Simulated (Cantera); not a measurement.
# Equilibrium for fluorocarbon and chlorocarbon gases: CH₃Cl + H₂

A closed system holds: 1 mol CH₃Cl, 7.6 mol H₂, at 16.0 mbar.

Method: chemical equilibrium by Gibbs-energy minimisation in Cantera with the NASA 1993 tables (ideal gas, pure condensed phases). Candidate condensed phases: C, C₆H₆, C₇H₈, C₈H₁₈; 103 gas species. Ions and electrons are included (thermal ionisation). Equilibrium is a limit: real reactors are often held back by kinetics, nucleation or transport.

```csv
T (K),x H,x H₂,x HCl,x Cl,x C,x C₂H₂ (acetylene),x C₃,n C(graphite)
2500,0.170,0.728,0.0812,0.0134,1.04e-5,0.00787,3.11e-5,0.828
2750,0.387,0.513,0.0540,0.0283,0.000236,0.0144,0.00105,0.564
3000,0.640,0.263,0.0252,0.0417,0.00254,0.0106,0.0101,0
3250,0.812,0.102,0.00897,0.0478,0.0101,0.00158,0.0103,0
3500,0.876,0.0352,0.00298,0.0493,0.0261,0.000149,0.00507,0
3750,0.891,0.0126,0.00107,0.0494,0.0418,8.75e-6,0.000965,0
4000,0.896,0.00506,0.000428,0.0494,0.0475,4.06e-7,9.59e-5,0
4250,0.899,0.00224,0.000191,0.0495,0.0489,2.28e-8,9.71e-6,0
4500,0.900,0.00108,9.26e-5,0.0495,0.0493,1.70e-9,1.20e-6,0
4750,0.900,0.000565,4.85e-5,0.0495,0.0494,1.65e-10,1.83e-7,0
5000,0.901,0.000314,2.70e-5,0.0495,0.0494,2.01e-11,3.34e-8,0
```
x: gas mole fraction; n: condensed amount in mol.

From 2500 K to 2750 K the condensed part is C(graphite). From 3000 K to 5000 K nothing is condensed. The main C-bearing gas is C₂H₂ (acetylene) at 2500 K and C at 5000 K.
